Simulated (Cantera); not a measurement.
Cantera with NASA thermochemical tables; ideal gases at 1 bar, condensed phases pure. Values are per mole of reaction as written; species without (g) are pure solids or liquids, kept so even where they would boil at 1 bar.

6 Ta + 10 NO2(g) = 5 N2O(g) + 3 Ta2O5

| T (K) | ΔH° (kJ) | ΔS° (J/K) | ΔG° (kJ) | log10 K |
|---|---|---|---|---|
| 300 | … | … | … | … |
| 825 | -6016.1 | -1016.6 | -5177.4 | 327.80 |
| 925 | … | … | … | … |
| 1025 | -5991.4 | -989.8 | -4976.8 | 253.62 |
| 1125 | -5978.5 | -977.8 | -4878.4 | 226.51 |
| 1225 | -5965.5 | -966.8 | -4781.2 | 203.87 |
| 1325 | -5952.3 | -956.4 | -4685.1 | 184.69 |

**Question.** Fill in the missing entries.

**Answer.** 
- 300, ΔH° (kJ): -6071.8
- 300, ΔS° (J/K): -1120.5
- 300, ΔG° (kJ): -5735.6
- 300, log10 K: 998.64
- 925, ΔH° (kJ): -6003.9
- 925, ΔS° (J/K): -1002.7
- 925, ΔG° (kJ): -5076.4
- 925, log10 K: 286.66
